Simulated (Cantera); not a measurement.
A closed system holds: 1 mol Si₂Cl₆, 5.8 mol NH₃, held at 1748.15 K.

These are equilibrium values from Cantera (NASA tables, ideal gas, pure condensed phases), not measurements of a reactor. Candidate condensed phases: NH₄Cl, Si, Si₃N₄; 28 gas species. The feed counts by its element totals alone. Gases not in the tables: Si₂H₆ and higher silanes. Kinetics and transport are ignored.

### Question
Which condensed phases are stable at each of these points (P (Pa)): 5, 36, 260, 1900, 14000, 100000?

### Answer
| P (Pa) | condensed phases | Si condensed (%) |
|---|---|---|
| 5 | gas only | 0.0 |
| 36 | gas only | 0.0 |
| 260 | Si(l) | 2.3 |
| 1900 | Si₃N₄(s) | 3.2 |
| 14000 | Si₃N₄(s) | 30.9 |
| 100000 | Si₃N₄(s) | 56.0 |

From 5.00e-5 bar to 0.000360 bar nothing is condensed. At 0.00260 bar the condensed part is Si(l). From 0.0190 bar to 1.00 bar the condensed part is Si₃N₄(s).
